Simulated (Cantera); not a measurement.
Feed: 1 mol Si, 0.67 mol O₂, 3.2 mol N₂, held at 1150 °C and 0.120 Pa.

These are equilibrium values from Cantera (NASA tables, ideal gas, pure condensed phases), not measurements of a reactor. Candidate condensed phases: Si, SiO₂, Si₂N₂O, Si₃N₄; 16 gas species. The tables hold silica as quartz up to 1696 K and as liquid above; real silica turns to tridymite and cristobalite and melts near 1996 K. The numbers say what is thermodynamically allowed, not how fast it happens.

Base state: N₂ 0.829, SiO 0.171 (mole fractions); condensed: SiO₂(β-quartz).

### Question
What changes in the equilibrium state with this change: O₂ from 0.67 to 1.1 mol?

### Answer
```csv
species,before,after
N₂,0.829,0.969
O₂,<1e-9,0.0300
NO,<1e-9,0.000345
SiO,0.171,4.58e-7
O,<1e-9,0.000213
"SiO₂(β-quartz), mol",0.340,1.000
```

### Question
What changes in the equilibrium state with this change: Si replaced by Si₃N₄?

### Answer
```
species               before    after
-------------------  -------  -------
N₂                     0.829    0.794
SiO                    0.171    0.205
Si                   3.85e-9  0.00127
SiO₂(β-quartz), mol    0.340        0
Si(s), mol                 0     1.65
```
